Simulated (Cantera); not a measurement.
## Catalytic stagnation flow on Pt

A jet of H2 : O2 : N2 = 0.01 : 0.062 : 0.79 (molar parts) at 300 K and 13000 Pa hits a platinum plate 4.6 cm away at a mass flux of 0.087 kg/m²/s; the plate temperature is set and raised in steps from an oxygen-covered start.

Model: Deutschmann's 1995 Pt surface mechanism with GRI-Mech 3.0 gas chemistry, integrated in Cantera. Catalytic surfaces can have several steady states; this one follows from the mechanism file's or the stated starting coverage.

```
plate T (K)  wall x H2  wall x O2  wall x H2O  wall x OH  θ free Pt   θ O*    θ OH*
-----------  ---------  ---------  ----------  ---------  ---------  -----  -------
700            0.00125     0.0608      0.0200      <1e-8     0.0466  0.951  0.00212
750           0.000947     0.0605      0.0204      <1e-8     0.0654  0.933  0.00182
800           0.000653     0.0602      0.0209      <1e-8      0.102  0.897  0.00169
850           0.000460     0.0601      0.0211      <1e-8      0.152  0.846  0.00157
900           0.000341     0.0600      0.0212    2.55e-8      0.211  0.787  0.00143
950           0.000272     0.0599      0.0213    6.90e-8      0.276  0.722  0.00128
```
x: mole fraction at the wall; θ: surface coverage.
